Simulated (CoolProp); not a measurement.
Values from CoolProp's reference Helmholtz-energy equation of state, de Reuck 1990.

**Question.** For fluorine, give the phase and the cp (kJ/(kg K)), cv (kJ/(kg K)), speed of sound (m/s) at 121.9 K and 100 kPa.

**Answer.** 
- 121.9 K and 100 kPa: gas; cp 0.783, cv 0.554, speed of sound 192
